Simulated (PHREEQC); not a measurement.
A solution holds 0.0015 mol/kgw H2SO4 and 0.0001 mol/kgw CaCl2, at 20 °C. Closed to the air; pH follows from the charge balance.

All values are PHREEQC results (ion-association model, wateq4f.dat), not measurements.

Each row changes one thing in this solution. Precipitation was switched off in this run.

```
case                                             pH  ionic strength (mol/kgw)  SO4-2 (mol/kgw)  HSO4- (mol/kgw)  Ca+2 (mol/kgw)  CaSO4 (mol/kgw)  SI of Gypsum (CaSO4:2H2O)  SI of Portlandite (Ca(OH)2)
---------------------------------------------  ----  ------------------------  ---------------  ---------------  --------------  ---------------  -------------------------  ---------------------------
as made                                        2.59                   0.00429          0.00126         0.000232         8.77e-5          1.21e-5                      -2.62                       -22.19
H2SO4 replaced by Ag2SO4 at the same molality  7.04                   0.00447          0.00143              ___             ___          1.34e-5                      -2.57                          ___
CaCl2 from 0.0001 to 0.0005 mol/kgw            2.59                   0.00533          0.00122         0.000220        0.000443          5.61e-5                      -1.95                       -21.50
temperature from 20 to 75 °C                    ___                   0.00359         0.000909         0.000577         8.63e-5              ___                      -2.63                       -18.43
0.0016 mol/kgw TMAH added                      2.92                   0.00451          0.00137         0.000117         8.70e-5          1.29e-5                      -2.59                       -21.53
```

### Question
Complete the blanks.

### Answer

- H2SO4 replaced by Ag2SO4 at the same molality, HSO4- (mol/kgw): 9.32e-9
- H2SO4 replaced by Ag2SO4 at the same molality, Ca+2 (mol/kgw): 8.66e-5
- H2SO4 replaced by Ag2SO4 at the same molality, SI of Portlandite (Ca(OH)2): -13.30
- temperature from 20 to 75 °C, pH: 2.64
- temperature from 20 to 75 °C, CaSO4 (mol/kgw): 1.33e-5

Species that the database lacks are ignored. Some of these states are supersaturated (in Cerargyrite, for instance). Constants without temperature data keep their 25 °C values here.
